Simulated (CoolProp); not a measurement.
Vapour-liquid equilibrium of 1-butene (1) + n-butane (2) at 0.0123 MPa; x and y are mole fractions of (1).

Model: multi-fluid Helmholtz-energy mixture model, Lemmon 2005 and Bücker 2006; pair parameters Bell 2016, in CoolProp.

```
x     bubble temperature (°C)  y at the bubble point  dew temperature at overall composition x (°C)  liquid density (mol/L)
----  -----------------------  ---------------------  ---------------------------------------------  ----------------------
0.05                    -45.8                  0.066                                          -45.8                   11.18
0.2                     -46.7                  0.252                                          -46.5                   11.31
0.35                    -47.5                  0.420                                          -47.2                   11.43
0.5                     -48.3                  0.571                                          -47.9                   11.56
0.65                    -49.0                  0.708                                          -48.7                   11.70
0.8                     -49.6                  0.835                                          -49.4                   11.83
0.95                    -50.1                  0.959                                          -50.0                   11.97
```

No azeotrope shows between x = 0.05 and 0.95.

The pair parameters rest on a limited set of measurements; away from them the model extrapolates.
